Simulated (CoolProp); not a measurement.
Properties of n-perfluorobutane along the isobar 4550 kPa (Tc = 386.3 K, pc = 2322 kPa, ω = 0.372).

The numbers come from the reference Helmholtz-energy equation of state, Gao 2022 in CoolProp.

| T (K) | phase | cp (kJ/(kg K)) | cv (kJ/(kg K)) | Joule-Thomson coefficient (K/MPa) | fugacity coefficient |
|---|---|---|---|---|---|
| 329.1 | liquid | 1.170 | 0.9109 | -0.03430 | 0.1538 |
| 337.2 | liquid | 1.184 | 0.9176 | 0.02639 | 0.1823 |
| 345.2 | liquid | 1.199 | 0.9240 | 0.1013 | 0.2130 |
| 353.3 | liquid | 1.217 | 0.9304 | 0.1978 | 0.2464 |
| 361.4 | liquid | 1.237 | 0.9367 | 0.3231 | 0.2820 |
| 369.4 | liquid | 1.261 | 0.9431 | 0.4872 | 0.3189 |
| 377.5 | liquid | 1.291 | 0.9496 | 0.7136 | 0.3578 |
| 385.5 | liquid | 1.329 | 0.9563 | 1.028 | 0.3971 |
| 393.6 | supercritical | 1.378 | 0.9635 | 1.492 | 0.4373 |
| 401.6 | supercritical | 1.444 | 0.9709 | 2.182 | 0.4767 |
| 409.7 | supercritical | 1.525 | 0.9785 | 3.214 | 0.5156 |
| 417.8 | supercritical | 1.588 | 0.9850 | 4.509 | 0.5525 |
| 425.8 | supercritical | 1.579 | 0.9887 | 5.637 | 0.5863 |
| 433.9 | supercritical | 1.508 | 0.9893 | 6.279 | 0.6174 |
| 441.9 | supercritical | 1.419 | 0.9883 | 6.404 | 0.6453 |
| 450 | supercritical | 1.340 | 0.9870 | 6.207 | 0.6709 |
